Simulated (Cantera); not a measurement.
Feed: 1 mol SiCl₄, 0.0081 mol C₃H₈, 3.2 mol H₂, at 10.0 Torr.

Method: chemical equilibrium by Gibbs-energy minimisation in Cantera with the NASA 1993 tables (ideal gas, pure condensed phases). Candidate condensed phases: C, C₆H₆, C₇H₈, C₈H₁₈, Si, SiC; 109 gas species. The tables' values for SiCl, SiCl₃ are old estimates; treat these amounts as uncertain. Gases not in the tables: Si₂H₆ and higher silanes. The numbers say what is thermodynamically allowed, not how fast it happens. All values below are at 2100 K.

Base state: H₂ 0.409, HCl 0.379, SiCl₂ 0.176, H 0.0173, Cl 0.0118, SiCl 0.00301, Si 0.00234, SiCl₃ 0.00198 (mole fractions); condensed: SiC(s).

Question: What changes in the equilibrium state with this change: SiCl₄ replaced by (CH₃)₂SiCl₂?

Answer: 
| species | before | after |
|---|---|---|
| H₂ | 0.409 | 0.716 |
| HCl | 0.379 | 0.239 |
| H | 0.0173 | 0.0228 |
| SiCl₂ | 0.176 | 0.0133 |
| Cl | 0.0118 | 0.00561 |
| SiCl₄ | 2.21e-5 | 3.82e-7 |
| SiCl₃ | 0.00198 | 7.16e-5 |
| SiHCl₃ | 1.12e-5 | 5.39e-7 |
| C₂H₂ (acetylene) | 6.55e-5 | 0.00103 |
| SiC(s), mol | 0.0229 | 0.891 |
| C(graphite), mol | 0 | 1.12 |
The feed counts by its element totals alone.

Question: What changes in the equilibrium state with this change: H₂ from 3.2 to 23 mol?

Answer: 
| species | before | after |
|---|---|---|
| H₂ | 0.409 | 0.834 |
| HCl | 0.379 | 0.101 |
| SiCl₂ | 0.176 | 0.0249 |
| Cl | 0.0118 | 0.00220 |
| H | 0.0173 | 0.0246 |
| SiCl₄ | 2.21e-5 | 1.10e-7 |
| Si₃ | 3.42e-7 | 2.24e-5 |
| SiCl₃ | 0.00198 | 5.25e-5 |
| SiC(s), mol | 0.0229 | 0.0137 |

Question: What changes in the equilibrium state with this change: H₂ from 3.2 to 790 mol?

Answer: 
| species | before | after |
|---|---|---|
| H₂ | 0.409 | 0.967 |
| H | 0.0173 | 0.0265 |
| HCl | 0.379 | 0.00486 |
| SiCl₂ | 0.176 | 5.85e-6 |
| Cl | 0.0118 | 9.80e-5 |
| Si | 0.00234 | 0.00112 |
| SiCl₃ | 0.00198 | <1e-9 |
| SiCl₄ | 2.21e-5 | <1e-9 |
| SiHCl₃ | 1.12e-5 | <1e-9 |
| SiC(s), mol | 0.0229 | 0 |
The tables' values for SiCl are old estimates; treat these amounts as uncertain.
